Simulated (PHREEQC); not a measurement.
Make-up at 60 °C: 4.6 mmol/kgw HF, 0.25 mmol/kgw NH4F, 0.078 mmol/kgw H4SiO4 and 11 mmol/kgw HCl. Closed to the air; pH follows from the charge balance.

Model: ion-association model, phreeqc.dat, run in PHREEQC.

### Question
The ionic strength comes out as 0.0112 mol/kgw. What activity coefficients do Cl-, F-, HF2-, NH4+, SiF6-2 get?

### Answer
Cl- 0.89, F- 0.89, HF2- 0.89, NH4+ 0.89, SiF6-2 0.64.

This is a speciation only: nothing precipitates in the calculation. Complexes and solids missing from the database can't appear. Constants without temperature data keep their 25 °C values here. SiF6-2 is the database's only silicon fluoride.
